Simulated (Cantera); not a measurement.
Input: 1 mol Si2H6, 0.0069 mol Cl2, 26 mol H2, at 130 Pa.

Method: chemical equilibrium by Gibbs-energy minimisation in Cantera with the NASA 1993 tables (ideal gas, pure condensed phases). Candidate condensed phases: Si; 19 gas species. The feed counts by its element totals alone. Equilibrium is a limit: real reactors are often held back by kinetics, nucleation or transport. All values below are at 1027 °C.

Base state: H2 0.999, HCl 0.000475, H 3.07e-5 (mole fractions); condensed: Si(s).

### Question
What changes in the equilibrium state with this change: Cl2 from 0.0069 to 0.032 mol?

### Answer
```tsv
species	before	after
H2	0.999	0.998
HCl	0.000475	0.00218
H	3.07e-5	3.06e-5
SiCl2	6.01e-7	1.27e-5
Si(s), mol	2.00	2.00
```
